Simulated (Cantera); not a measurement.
Cantera with NASA thermochemical tables; ideal gases at 1 bar, condensed phases pure. Values are per mole of reaction as written; species without (g) are pure solids or liquids, kept so even where they would boil at 1 bar.

2 Na₂S + C ⇌ 4 Na + CS₂(g)

```tsv
T (K)	ΔH° (kJ)	ΔS° (J/K)	ΔG° (kJ)	log10 K	condensed phases
300	849.1	244.9	775.7	-135.05	Na₂S(s), C(graphite), Na(s)
400	858.7	270.3	750.5	-98.01	Na₂S(s), C(graphite), Na(l)
500	857.9	268.6	723.6	-75.59	Na₂S(s), C(graphite), Na(l)
600	856.5	266.0	696.8	-60.66	Na₂S(s), C(graphite), Na(l)
700	854.5	263.0	670.4	-50.02	Na₂S(s), C(graphite), Na(l)
800	?	?	?	?	Na₂S(s), C(graphite), Na(l)
900	?	?	?	?	Na₂S(s), C(graphite), Na(l)
1000	?	?	?	?	Na₂S(s), C(graphite), Na(l)
1100	?	?	?	?	Na₂S(s), C(graphite), Na(l)
1200	830.5	239.3	543.4	-23.65	Na₂S(s), C(graphite), Na(l)
1300	808.5	221.8	520.2	-20.90	Na₂S(s), C(graphite), Na(l)
```

Question: Fill in the missing entries.

Answer: 
- 800, ΔH° (kJ): 852.0
- 800, ΔS° (J/K): 259.7
- 800, ΔG° (kJ): 644.2
- 800, log10 K: -42.06
- 900, ΔH° (kJ): 849.2
- 900, ΔS° (J/K): 256.4
- 900, ΔG° (kJ): 618.4
- 900, log10 K: -35.89
- 1000, ΔH° (kJ): 846.0
- 1000, ΔS° (J/K): 253.1
- 1000, ΔG° (kJ): 593.0
- 1000, log10 K: -30.97
- 1100, ΔH° (kJ): 841.6
- 1100, ΔS° (J/K): 248.9
- 1100, ΔG° (kJ): 567.9
- 1100, log10 K: -26.96
